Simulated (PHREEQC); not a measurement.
A solution holds 0.22 mol/kgw HCl, at 54 °C. Closed to the air; pH follows from the charge balance.

Model: ion-association model, phreeqc.dat, run in PHREEQC.

| quantity | before | after |
|---|---|---|
| pH | 0.76 | 0.88 |
| ionic strength (mol/kgw) | 0.220 | 0.220 |

### Question
Name the change that produced these shifts.
A) 0.051 mol/kgw NH3 added
B) 0.35 mol/kgw NaF added
C) diluted 10-fold with water
D) HCl from 0.22 to 0.33 mol/kgw

### Answer
A, 0.051 mol/kgw NH3 added

No solid was allowed to form. At this temperature some constants are extrapolated from 25 °C, and those without enthalpy data are left unchanged.
